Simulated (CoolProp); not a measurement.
Vapour-liquid equilibrium of R114 (1) + R113 (2) at 209 kPa; x and y are mole fractions of (1).

Model: multi-fluid Helmholtz-energy mixture model, Platzer 1990 and Marx 1992; pair parameters Bell 2016, in CoolProp. This equation is an older, rougher fit; its heat capacities, sound speeds and derivatives of the liquid may be far off and weren't checked against measurements.

```tsv
x	bubble temperature, mixture model (°C)	bubble temperature, Raoult's law (°C)	y, mixture model	y, Raoult's law
0.05	67.1	66.8	0.149	0.164
0.125	61.4	60.9	0.331	0.354
0.2	56.2	55.7	0.473	0.497
0.275	51.6	51.1	0.584	0.606
0.35	47.4	47.0	0.672	0.691
0.425	43.7	43.4	0.742	0.758
0.5	40.3	40.1	0.798	0.812
0.575	37.3	37.1	0.844	0.856
0.65	34.5	34.4	0.883	0.893
0.725	32.0	31.9	0.915	0.923
0.8	29.7	29.6	0.943	0.949
0.875	27.5	27.4	0.966	0.971
0.95	25.5	25.5	0.987	0.989
```

The largest gap from Raoult's law is +0.5 K in bubble temperature, at x = 0.2. No azeotrope shows between x = 0.05 and 0.95.

Pair parameters are fitted to limited data, so mixtures are less certain than the pure fluids.
